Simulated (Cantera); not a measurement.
Feed: 1 mol V2O3, 15 mol H2, at 33.0 mbar.

Equilibrium computed with Cantera from the NASA thermochemical tables; the gas is ideal and each condensed phase is pure. Candidate condensed phases: H2O, V, VO, V2O3, V2O4, V2O5; 12 gas species. Mutual solubility and eutectic melting of coexisting phases are not modelled. VO: taken at fixed stoichiometry. Condensed phases not in the tables: the oxides between V2O3 and V2O5 other than VO2. Kinetics and transport are ignored. All values below are at 1973 K.

Base state: H2 0.966, H2O 0.0260, H 0.00730, VO2 0.000262, VO 3.85e-5, OH 1.86e-5 (mole fractions); condensed: VO(s) + V2O3(s).

### Question
What changes in the equilibrium state with this change: V2O3 replaced by SiO2?

### Answer
| species | before | after |
|---|---|---|
| H2 | 0.966 | 0.920 |
| SiO | 0 | 0.0362 |
| H2O | 0.0260 | 0.0362 |
| VO2 | 0.000262 | 0 |
| VO | 3.85e-5 | 0 |
| OH | 1.86e-5 | 2.66e-5 |
| H | 0.00730 | 0.00713 |
| VO(s), mol | 0.786 | 0 |
| V2O3(s), mol | 0.605 | 0 |
| SiO2(condensed), mol | 0 | 0.434 |
The tables hold silica as quartz up to 1696 K and as liquid above; real silica turns to tridymite and cristobalite and melts near 1996 K. Further candidate phases: Si, SiO2.
